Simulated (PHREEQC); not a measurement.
Make-up at 25 °C: 140 mmol/kgw HF, 1.1 mmol/kgw (NH4)2SiF6 and 11 mmol/kgw H2SO4. Closed to the air; pH follows from the charge balance.

Model: ion-association model, phreeqc.dat, run in PHREEQC.

- pH = 1.69
- ionic strength = 0.0317 mol/kgw
- total alkalinity = -166 meq/kg

```csv
species,molality,activity,log γ
HF,0.130,0.131,0.003
H+,0.0235,0.0205,-0.059
HSO4-,0.00603,0.00511,-0.072
F-,0.00505,0.00425,-0.075
SO4-2,0.00490,0.00256,-0.282
HF2-,0.00252,0.00213,-0.072
NH4+,0.00213,0.00178,-0.079
SiF6-2,0.00110,0.000576,-0.281
NH4SO4-,6.91e-5,5.85e-5,-0.072
```

This is a speciation only: nothing precipitates in the calculation. SiF6-2 is the database's only silicon fluoride.
